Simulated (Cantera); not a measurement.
Ammonia decomposition in nitride growth gas

A perfectly stirred reactor is fed with 54.3 % NH₃, 45.7 % N₂, at 825 Torr; it is held at 1648 K, and followed from long to short residence time.

Computed with Cantera and the gas-phase N/H chemistry of the illustrative SiF4/NH3 mechanism in the Surface Chemkin manual (1991). Walls and surfaces, which speed up NH3 decomposition in real reactors, are not modelled.

```json
[
 {"τ (s)": "1.1", "x NH₃": "0.394", "x N₂H₂": "2.72e-7", "x H": "1.24e-5", "x NH": "4.32e-7", "x N₂H₄": "1.15e-7", "x N": "1.26e-8"},
 {"τ (s)": "0.53", "x NH₃": "0.454", "x N₂H₂": "3.53e-7", "x H": "7.27e-6", "x NH": "4.51e-7", "x N₂H₄": "1.46e-7", "x N": "1.15e-8"},
 {"τ (s)": "0.25", "x NH₃": "0.495", "x N₂H₂": "4.14e-7", "x H": "3.89e-6", "x NH": "4.43e-7", "x N₂H₄": "1.72e-7", "x N": "9.05e-9"},
 {"τ (s)": "0.12", "x NH₃": "0.519", "x N₂H₂": "4.51e-7", "x H": "2.01e-6", "x NH": "4.12e-7", "x N₂H₄": "1.90e-7", "x N": "6.08e-9"},
 {"τ (s)": "0.055", "x NH₃": "0.532", "x N₂H₂": "4.69e-7", "x H": "9.72e-7", "x NH": "3.72e-7", "x N₂H₄": "2.03e-7", "x N": "3.36e-9"},
 {"τ (s)": "0.026", "x NH₃": "0.538", "x N₂H₂": "4.71e-7", "x H": "4.75e-7", "x NH": "3.36e-7", "x N₂H₄": "2.08e-7", "x N": "1.71e-9"},
 {"τ (s)": "0.012", "x NH₃": "0.541", "x N₂H₂": "4.57e-7", "x H": "2.26e-7", "x NH": "3.08e-7", "x N₂H₄": "2.06e-7", "x N": "8.11e-10"},
 {"τ (s)": "0.0056", "x NH₃": "0.542", "x N₂H₂": "4.22e-7", "x H": "1.10e-7", "x NH": "2.80e-7", "x N₂H₄": "1.92e-7", "x N": "3.84e-10"},
 {"τ (s)": "0.0026", "x NH₃": "0.543", "x N₂H₂": "3.52e-7", "x H": "5.40e-8", "x NH": "2.40e-7", "x N₂H₄": "1.62e-7", "x N": "1.80e-10"}
]
```
x: mole fraction; the columns are a selection and need not sum to one.
